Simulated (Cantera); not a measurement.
# Pyrogenic steam for wet oxidation

An isothermal, constant-pressure homogeneous reactor starts with 11.4 % H2, 6.33 % O2, 82.3 % N2, at 1148 K and 0.560 bar.

Detailed kinetics in Cantera: the H2/O2 subset of GRI-Mech 3.0, which has no nitrogen chemistry. The temperature is held fixed by assumption; the heat of reaction is taken as removed at once.

| t (s) | x H2 | x O2 | x O | x OH | x H2O |
|---|---|---|---|---|---|
| 0.000200 | 0.112 | 0.0626 | 0.000118 | 6.46e-5 | 0.00124 |
| 0.000665 | 0.00601 | 0.0103 | 0.000778 | 0.000773 | 0.111 |
| 0.00221 | 0.00105 | 0.00719 | 8.20e-5 | 0.000228 | 0.119 |
| 0.00737 | 0.000137 | 0.00676 | 8.14e-6 | 6.87e-5 | 0.121 |
| 0.0245 | 1.43e-5 | 0.00671 | 8.60e-7 | 2.34e-5 | 0.121 |
| 0.0816 | 1.44e-6 | 0.00671 | 1.26e-7 | 9.24e-6 | 0.121 |
| 0.271 | 2.21e-7 | 0.00671 | 2.62e-8 | 4.24e-6 | 0.121 |
| 0.903 | 5.25e-8 | 0.00671 | 6.94e-9 | 2.18e-6 | 0.121 |
| 3.01 | 1.66e-8 | 0.00671 | 2.17e-9 | 1.21e-6 | 0.121 |
| 10.0 | 8.84e-9 | 0.00671 | 9.98e-10 | 8.23e-7 | 0.121 |
x: mole fraction; the columns are a selection and need not sum to one.

Equilibrium at this temperature and pressure: H2 8.14e-9, O2 0.00671, O 8.75e-10, OH 7.71e-7, H2O 0.121 (gas phase only).
